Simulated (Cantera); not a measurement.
Gas mixture: 44.4 % CO2, 55.6 % C2H6, at 12.8 Torr, frozen composition.

Cantera's kinetic-theory transport with the Lennard-Jones parameters of GRI-Mech 3.0, ideal gas; thermal conductivity in the multicomponent form. The composition is frozen, though it would react at the higher temperatures.

One state of this run: ρ (kg/m³) = 0.00824; cp (J/kg/K) = 2417; μ (µPa s) = 30.0; λ (mW/m/K) = 95.6; Pr = 0.760; D (cm²/s) NO = 61.5; D (cm²/s) N2 = 62.7; D (cm²/s) H = 379. D: mixture-averaged diffusion coefficient of that species in the mixture.

Which value of T (K) does it belong to?
A) 650
B) 400
C) 900
D) 1400

C, 900
